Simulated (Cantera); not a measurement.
Feed: 1 mol V, 13 mol NH₃, held at 7.50 Torr.

These are equilibrium values from Cantera (NASA tables, ideal gas, pure condensed phases), not measurements of a reactor. Candidate condensed phases: V, VN; 11 gas species. VN: taken at fixed stoichiometry. Condensed phases not in the tables: V₂N. The numbers say what is thermodynamically allowed, not how fast it happens. All values below are at 1377 °C.

Base state: H₂ 0.764, N₂ 0.235, H 0.000794 (mole fractions); condensed: VN(s).

Problem. What changes in the equilibrium state with this change: V replaced by Cr?

Solution. 
```json
[
 {"species": "H₂", "before": "0.764", "after": "0.749"},
 {"species": "N₂", "before": "0.235", "after": "0.250"},
 {"species": "Cr", "before": "0", "after": "0.000921"},
 {"species": "H", "before": "0.000794", "after": "0.000786"},
 {"species": "VN(s), mol", "before": "1.000", "after": "0"},
 {"species": "Cr(s), mol", "before": "0", "after": "0.976"}
]
```
Further candidate phases: Cr, CrN, Cr₂N.
